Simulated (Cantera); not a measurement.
A perfectly stirred reactor is fed with NO : N2 = 1 : 4.5 (molar parts), at 1.00 atm; it is held at 1675 K, and followed from long to short residence time.

Cantera simulation using GRI-Mech 3.0 (53 species, 325 reactions); the numbers are that mechanism's predictions, not measurements.

What does this change do: N2 4.5 to 0.78 parts?


| quantity | before | after |
|---|---|---|
| x(NO) at τ = 0.680 s | 0.179 | 0.534 |
| x(NO2) at τ = 0.680 s | 7.14e-5 | 0.000514 |
| x(N2O) at τ = 0.680 s | 1.23e-5 | 0.000109 |
| x(O2) at τ = 0.680 s | 0.00154 | 0.0136 |
| x(O) at τ = 0.680 s | 1.95e-6 | 4.75e-6 |
| x(NO) at τ = 48.0 ms | 0.182 | 0.559 |
| x(NO2) at τ = 48.0 ms | 4.62e-5 | 0.000275 |
| x(N2O) at τ = 48.0 ms | 1.15e-5 | 0.000109 |
| x(O2) at τ = 48.0 ms | 8.43e-5 | 0.000877 |
| x(O) at τ = 48.0 ms | 1.28e-6 | 2.57e-6 |

What does this change do: temperature 1675 to 1848 K?


```tsv
quantity	before	after
x(NO) at τ = 0.680 s	0.179	0.166
x(NO2) at τ = 0.680 s	7.14e-5	8.25e-5
x(N2O) at τ = 0.680 s	1.23e-5	1.19e-5
x(O2) at τ = 0.680 s	0.00154	0.00804
x(O) at τ = 0.680 s	1.95e-6	1.94e-5
x(NO) at τ = 48.0 ms	0.182	0.181
x(NO2) at τ = 48.0 ms	4.62e-5	4.70e-5
x(N2O) at τ = 48.0 ms	1.15e-5	1.40e-5
x(O2) at τ = 48.0 ms	8.43e-5	0.000582
x(O) at τ = 48.0 ms	1.28e-6	1.04e-5
```
